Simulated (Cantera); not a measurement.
A closed system holds: 1 mol SiHCl3, 28 mol H2, equilibrated at 82000 Pa.

Cantera equilibrium calculation (NASA polynomials, part measured and part estimated; ideal gas, pure solids and liquids). Candidate condensed phases: Si; 19 gas species. The tables' values for SiCl3 are old estimates; treat these amounts as uncertain. Equilibrium is a limit: real reactors are often held back by kinetics, nucleation or transport.

log p: log10 of the partial pressure in bar; n: condensed amount in mol.

```
T (°C)  log p H2  log p HCl  log p SiCl2  log p SiHCl3  n Si(s)
------  --------  ---------  -----------  ------------  -------
1052       -0.12      -1.43        -2.30         -2.38    0.430
1077       -0.12      -1.40            ?             ?    0.444
1102       -0.12      -1.37            ?             ?    0.455
1127       -0.12      -1.35        -2.11         -2.60    0.465
1152       -0.12      -1.33        -2.07         -2.68    0.472
1177       -0.12      -1.32        -2.03         -2.77    0.477
1202       -0.12      -1.31        -2.00         -2.87    0.481
1227       -0.12      -1.30        -1.97         -2.97    0.483
1252       -0.12      -1.29        -1.95         -3.07    0.484
1277       -0.12      -1.29        -1.94         -3.17    0.484
```

**Question.** Complete the blanks.

**Answer.** 
- 1102, log p SiCl2: -2.17
- 1102, log p SiHCl3: -2.52
- 1077, log p SiCl2: -2.23
- 1077, log p SiHCl3: -2.44
